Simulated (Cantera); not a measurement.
**Ignition delay**

Mixture: H₂ : O₂ : N₂ = 1 : 0.312 : 1.17 (molar parts), equivalence ratio 1.6, at 4.80 bar, adiabatic and at constant pressure. Ignition delay is the time to a rise of 400 K.

Detailed kinetics in Cantera: the H2/O2 subset of GRI-Mech 3.0, which has no nitrogen chemistry. The hydrogen kinetics of GRI-Mech 3.0 are dated; newer H2 mechanisms differ, most at raised pressure. Where the delays flatten at high temperature, the 400 K rule measures the pace of heat release, not the induction time.

```csv
T0 (K),delay (ms)
1125,0.142
1225,0.0130
1325,0.00630
1425,0.00397
1525,0.00282
1625,0.00217
1725,0.00178
1825,0.00156
1925,0.00143
```
